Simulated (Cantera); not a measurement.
# Thermodynamics of carbothermic reduction, feed Cu₂O + CH₄ + N₂

A closed system holds: 1 mol Cu₂O, 2.9 mol CH₄, 4.2 mol N₂, at 1.60 bar.

Method: chemical equilibrium by Gibbs-energy minimisation in Cantera with the NASA 1993 tables (ideal gas, pure condensed phases). Candidate condensed phases: C, C₆H₆, C₇H₈, C₈H₁₈, Cu, CuO, Cu(OH)₂, Cu₂O, H₂O; 139 gas species. Kinetics and transport are ignored.

From 1225 °C to 1900 °C the condensed part is C(graphite) + Cu(l). The main Cu-bearing gas is Cu throughout.

| T (°C) | log p H₂ | log p N₂ | log p CO | log p HCN | log p Cu | n C(graphite) | n Cu(l) |
|---|---|---|---|---|---|---|---|
| 1225 | -0.08 | -0.21 | -0.84 | -3.13 | -5.10 | 1.88 | 2.00 |
| 1300 | -0.08 | -0.21 | -0.84 | -2.91 | -4.58 | 1.88 | 2.00 |
| 1375 | -0.08 | -0.21 | -0.84 | -2.71 | -4.10 | 1.88 | 2.00 |
| 1450 | -0.08 | -0.21 | -0.84 | -2.53 | -3.67 | 1.87 | 2.00 |
| 1525 | -0.08 | -0.22 | -0.84 | -2.36 | -3.28 | 1.86 | 2.00 |
| 1600 | -0.08 | -0.22 | -0.84 | -2.21 | -2.91 | 1.85 | 1.99 |
| 1675 | -0.08 | -0.22 | -0.84 | -2.07 | -2.58 | 1.83 | 1.98 |
| 1750 | -0.08 | -0.22 | -0.84 | -1.94 | -2.27 | 1.80 | 1.96 |
| 1825 | -0.08 | -0.22 | -0.84 | -1.82 | -1.99 | 1.77 | 1.93 |
| 1900 | -0.09 | -0.23 | -0.84 | -1.72 | -1.73 | 1.73 | 1.87 |
log p: log10 of the partial pressure in bar; n: condensed amount in mol.
